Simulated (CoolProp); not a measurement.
A simple Rankine cycle with R245ca: condensing at 300.15 K, boiler at 1.21 MPa, turbine inlet 425 K, turbine efficiency 0.9, pump efficiency 0.7, no recuperator. Each further row changes one setting.

The numbers come from the reference Helmholtz-energy equation of state, Zhou 2016 in CoolProp.

| case | thermal efficiency (%) | net work (kJ/kg) | heat in (kJ/kg) | turbine exit temperature (K) | volume ratio over the turbine |
|---|---|---|---|---|---|
| as stated | 15.2 | 48.3 | 318 | 368.0 | 11.1 |
| turbine inlet 445 K | 15.0 | 51.5 | 343 | 388.3 | 10.9 |
| condensing temperature 292.15 K | 16.6 | 54.5 | 329 | 361.6 | 15.0 |
| boiler pressure 0.847 MPa | 13.2 | 42.8 | 323 | 378.0 | 7.56 |
| turbine efficiency 0.8 | 13.5 | 42.8 | 318 | 373.3 | 11.2 |
